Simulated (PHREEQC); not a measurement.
BaCl2 is added in steps, without added water, to 1 kg of water holding 0.06 mol Cu(NO3)2, 0.06 mol H2SO4 and 0.022 mol NaCl, at 25 °C. Oxygen is held at 0.21 atm. CO2 is held at log p = -1 (atm). The run lets Barite, Witherite, Cu(OH)2, Malachite, Brochantite, Antlerite, Atacamite, Cu2(OH)3NO3, Halite, Mirabilite, Chalcanthite, Nahcolite, Natron precipitate or redissolve, and no other solid.

Base run: PHREEQC, ion-association model, wateq4f.dat. Each further column changes one thing. The table gives Ba in solution (mol/kgw).

| BaCl2 added (mol) | base | metal-ligand complexes left out | database phreeqc.dat | Debye-Hückel limiting law | Davies equation for every ion |
|---|---|---|---|---|---|
| 0 | 0 | 0 | 0 | 0 | 0 |
| 0.0075 | 1.76e-7 | 1.03e-7 | 2.38e-7 | 8.07e-7 | 1.54e-7 |
| 0.0175 | 2.13e-7 | 1.35e-7 | 2.88e-7 | 9.83e-7 | 1.84e-7 |
| 0.025 | 2.55e-7 | 1.71e-7 | 3.45e-7 | 1.18e-6 | 2.18e-7 |
| 0.035 | 3.51e-7 | 2.53e-7 | 4.74e-7 | 1.64e-6 | 2.95e-7 |
| 0.0425 | 4.96e-7 | 3.78e-7 | 6.69e-7 | 2.34e-6 | 4.11e-7 |
| 0.0525 | 1.14e-6 | 9.33e-7 | 1.53e-6 | 5.43e-6 | 9.25e-7 |
| 0.06 | 9.20e-5 | 8.54e-5 | 0.000107 | 0.000202 | 8.22e-5 |

 phreeqc.dat and wateq4f.dat share most of their constants, so their agreement is no independent check. Solids allowed in the column 'database phreeqc.dat': Witherite, Barite, Halite.
